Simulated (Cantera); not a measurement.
Cantera with NASA thermochemical tables; ideal gases at 1 bar, condensed phases pure. Values are per mole of reaction as written; species without (g) are pure solids or liquids, kept so even where they would boil at 1 bar.

Q: Between 300 and 1898 K, where is each reaction favourable under standard conditions?
- Cl2(g) + Li2O → 2 LiCl(g) + O(g)

A: 
- Cl2(g) + Li2O → 2 LiCl(g) + O(g): ΔG° is 359 kJ at 300 K and -129 kJ at 1898 K; it changes sign between 1398 and 1498 K. ΔH° is 353 kJ and ΔS° 254 J/K at 1898 K.
